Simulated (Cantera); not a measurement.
A closed system holds: 1 mol B2H6, 6.4 mol NH3, 120 mol H2, at 1325 °C and 1.33 mbar.

Cantera equilibrium calculation (NASA polynomials, part measured and part estimated; ideal gas, pure solids and liquids). Candidate condensed phases: B, BN; 15 gas species. The feed counts by its element totals alone. Kinetics and transport are ignored.

Problem. What is the equilibrium state?

Solution. 
* **x(H2)**: 0.982
* **x(N2)**: 0.0163
* **x(H)**: 0.00145
* **x(BH2)**: 1.36e-6
* **n(BN(s))**: 2.00 mol
* **gas amount**: 134.9 mol
* **log10 activity of B(s) (absent)**: -1.27
